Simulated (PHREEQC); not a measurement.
Solution (20 °C): 0.0023 mol NaHCO3, 0.00018 mol Na2SO4 and 0.0026 mol KCl per kg of water. Closed to the air; pH follows from the charge balance.

All values are PHREEQC results (ion-association model, phreeqc.dat), not measurements.

```yaml
pH: 8.29
ionic_strength: 0.00545 mol/kgw
specific_conductance: 549 µS/cm
total_alkalinity: 2.30 meq/kg
```

| species | molality | activity | log γ |
|---|---|---|---|
| Na+ | 0.00265 | 0.00246 | -0.034 |
| Cl- | 0.00260 | 0.00240 | -0.034 |
| K+ | 0.00260 | 0.00240 | -0.034 |
| HCO3- | 0.00225 | 0.00208 | -0.033 |
| SO4-2 | 0.000176 | 0.000130 | -0.133 |
| CO2 | 2.55e-5 | 2.55e-5 | 0.001 |
| CO3-2 | 2.34e-5 | 1.72e-5 | -0.132 |
| NaHCO3 | 2.96e-6 | 2.96e-6 | 0.001 |

Precipitation was switched off in this run. Complexes and solids missing from the database can't appear.
